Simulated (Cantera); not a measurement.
A freely propagating, adiabatic, planar premixed flame of H₂ : O₂ : N₂ : H₂O = 1 : 0.278 : 1.25 : 0.27 (molar parts), unburnt at 425 K and 0.640 bar; mixture-averaged transport, grid criteria slope 0.08 and curve 0.16, no radiation.

Computed with Cantera and the H2/O2 subset of GRI-Mech 3.0, which has no nitrogen chemistry. Burning velocities carry a grid error of a few per cent, more on coarse grids.

Q: How do the results move with these cheaper or finer settings: unity-Lewis-number transport; multicomponent transport; multicomponent+Soret transport; grid criteria slope 0.5, curve 1; grid criteria slope 0.25, curve 0.5; grid criteria slope 0.03, curve 0.06?

A: 
```tsv
setting	laminar burning velocity	thermal thickness	peak x(H)	peak x(HO₂)	grid points
as above	354 cm/s	0.623 mm	0.0544	0.000349	119
unity-Lewis-number transport	207 cm/s	0.592 mm	0.0571	0.000233	107
multicomponent transport	348 cm/s	0.626 mm	0.0543	0.000347	119
multicomponent+Soret transport	334 cm/s	0.611 mm	0.0535	0.000353	119
grid criteria slope 0.5, curve 1	381 cm/s	0.800 mm	0.0557	0.000311	42
grid criteria slope 0.25, curve 0.5	360 cm/s	0.690 mm	0.0554	0.000341	56
grid criteria slope 0.03, curve 0.06	353 cm/s	0.611 mm	0.0541	0.000352	267
```
Unity Lewis numbers drop preferential diffusion, which matters most where H2 and H carry the flame; Soret adds thermal diffusion.
